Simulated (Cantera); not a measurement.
Charge: 1 mol SiCl4, 0.0038 mol Cl2, 30 mol H2, equilibrated at 975 °C and 3.40 mbar.

Cantera equilibrium calculation (NASA polynomials, part measured and part estimated; ideal gas, pure solids and liquids). Candidate condensed phases: Si; 19 gas species. The tables' values for SiCl3 are old estimates; treat these amounts as uncertain. Kinetics and transport are ignored.

Base state: H2 0.899, HCl 0.0800, SiCl2 0.0179, SiCl3 0.00156, SiCl4 0.000979, SiHCl3 0.000388, SiH2Cl2 2.09e-5 (mole fractions); condensed: Si(s).

Task: What changes in the equilibrium state with this change: pressure from 3.40 mbar to 13.3 mbar?

Result: 
```json
[
 {"species": "H2", "before": "0.899", "after": "0.905"},
 {"species": "HCl", "before": "0.0800", "after": "0.0738"},
 {"species": "SiCl2", "before": "0.0179", "after": "0.0151"},
 {"species": "SiH2Cl2", "before": "2.09e-5", "after": "6.97e-5"},
 {"species": "SiHCl3", "before": "0.000388", "after": "0.00119"},
 {"species": "SiCl4", "before": "0.000979", "after": "0.00275"},
 {"species": "SiCl3", "before": "0.00156", "after": "0.00240"},
 {"species": "Si(s), mol", "before": "0.336", "after": "0.315"}
]
```

Task: What changes in the equilibrium state with this change: H2 from 30 to 770 mol?

Result: 
```tsv
species	before	after
H2	0.899	0.995
HCl	0.0800	0.00506
SiCl2	0.0179	6.46e-5
SiCl4	0.000979	1.28e-8
SiCl3	0.00156	3.39e-7
SiHCl3	0.000388	8.88e-8
Si(s), mol	0.336	0.950
```
